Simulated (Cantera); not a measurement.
Feed: 1 mol (CH₃)₂SiCl₂, 1.6 mol HCl, 1.2 mol H₂, held at 0.00133 bar.

Equilibrium computed with Cantera from the NASA thermochemical tables; the gas is ideal and each condensed phase is pure. Candidate condensed phases: C, C₆H₆, C₇H₈, C₈H₁₈, Si, SiC; 109 gas species. The feed counts by its element totals alone. The numbers say what is thermodynamically allowed, not how fast it happens.

Over these rows the condensed part is C(graphite) + SiC(s). Partial pressures as log10 of bar:

```tsv
T (K)	1000/T (1/K)	log p SiHCl₃	log p HCl	log p H₂
1175	0.8511	-6.40	-3.19	-3.17
1250	0.8000	-6.69	-3.17	-3.19
1325	0.7547	?	-3.17	-3.19
1400	0.7143	-7.29	-3.17	-3.19
1475	0.6780	-7.57	-3.17	-3.19
1550	0.6452	-7.82	-3.18	-3.19
```

Task: Fit log p(SiHCl₃) = a + b·(1000/T) to the five rows, give the apparent enthalpy, and predict the row at 1325 K.

Result: Means: 1000/T = 0.7377, log p = -7.154. Sxy = 0.204033, Sxx = 0.0294087, so b = 6.94 and a = -7.154 − (6.94)×0.7377 = -12.27.
Apparent enthalpy: −19.145 × (6.94) = -133 kJ/mol. With the condensed phases at unit activity, SiC(s) + 3 HCl(g) = SiHCl₃(g) + C(graphite) + H₂(g) links this pressure to the main gases: over the six rows their terms move log p by +0.05 in all, so the slope is close to that reaction's ΔH°. The five rows lie within 0.04 of the line.
Prediction at 1325 K: -12.27 + (6.94)×0.7547 = -7.03. The computed value is -6.99, 0.04 from the line.
